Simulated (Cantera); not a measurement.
What does this Cantera script print?

```python
import numpy as np
import cantera as ct

gas_names = [...]  # 123 gases of nasa_gas.yaml made of C, H, O, Si
cond_names = """
    C(gr) C6H6(L) C7H8(L) C8H18(L),n-octa H2O(s) H2O(L) Si(cr) Si(L) SiC(b) SiO2(Lqz) SiO2(hqz) SiO2(L)
""".split()


# ... load() reads the species with a 1 bar reference pressure and builds the phases ...
atoms = {
    'SiO2': {'Si': 1, 'O': 2},
    'CH4': {'C': 1, 'H': 4},
    'H2': {'H': 2},
}
top_T = {'C(gr)': 4500, 'SiC(b)': 3050}  # K; cautious upper limits of use, not melting points


# ... equilibrate(T, P, feed) seeds the gas with the atoms and calls Mixture.equilibrate('TP', solver="vcs", rtol=1e-11, max_steps=5000) ...
results = []
feed = {'SiO2': 1, 'CH4': 2.6, 'H2': 0.31}  # mol
T = 1450  # K
P = 530000  # Pa
mix = equilibrate(T, P, feed)
results.append((T, P, feed, dict(zip(mix.species_names, mix.species_moles))))
print(gas.report(threshold=1e-05))
for i in range(1, mix.n_phases):
    print(f"{mix.phase(i).name:16s} {mix.phase_moles(i):12.5e} mol")
```

It prints:

```
       temperature   1450 K
          pressure   5.3e+05 Pa
           density   0.10119 kg/m^3
  mean mol. weight   2.3017 kg/kmol
   phase of matter   gas

                          1 kg             1 kmol
                     ---------------   ---------------
          enthalpy        1.4748e+07        3.3945e+07  J
   internal energy        9.5099e+06        2.1889e+07  J
           entropy             72377        1.6659e+05  J/K
    Gibbs function       -9.0199e+07       -2.0761e+08  J
 heat capacity c_p             14387             33116  J/K
 heat capacity c_v             10775             24802  J/K

                      mass frac. Y      mole frac. X     chem. pot. / RT
                     ---------------   ---------------   ---------------
               CH4           0.11744           0.01685           -35.839
                CO          0.022658          0.001862           -40.445
              C2H4        0.00014498        1.1895e-05           -37.966
                H2           0.85943           0.98124           -16.856
               H2O        0.00018909         2.416e-05           -55.174
     [ +118 minor]        0.00013305        1.4077e-05

C(gr)             2.49311e+00 mol
Si(cr)            0.00000e+00 mol
SiC(b)            5.11143e-03 mol
SiO2(hqz)         9.94872e-01 mol
```

Method: chemical equilibrium by Gibbs-energy minimisation in Cantera with the NASA 1993 tables (ideal gas, pure condensed phases). Mutual solubility and eutectic melting of coexisting phases are not modelled. The tables hold silica as quartz up to 1696 K and as liquid above; real silica turns to tridymite and cristobalite and melts near 1996 K.
